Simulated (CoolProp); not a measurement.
Vapour-liquid equilibrium of R134a (1) + R245fa (2) at 0.00686 MPa; x and y are mole fractions of (1).

Values from CoolProp's multi-fluid Helmholtz-energy mixture model, Tillner-Roth 1994 and Akasaka 2015; pair parameters Akasaka 2014.

Problem. Give the bubble temperature and the first vapour's composition at x = 0.2, 0.65, 0.8. Is there an azeotrope?

Solution. x = 0.2: -53.0 °C, y = 0.729; x = 0.65: -66.7 °C, y = 0.961; x = 0.8: -69.2 °C, y = 0.982. No azeotrope shows between x = 0.05 and 0.95.

The pair parameters rest on a limited set of measurements; away from them the model extrapolates.
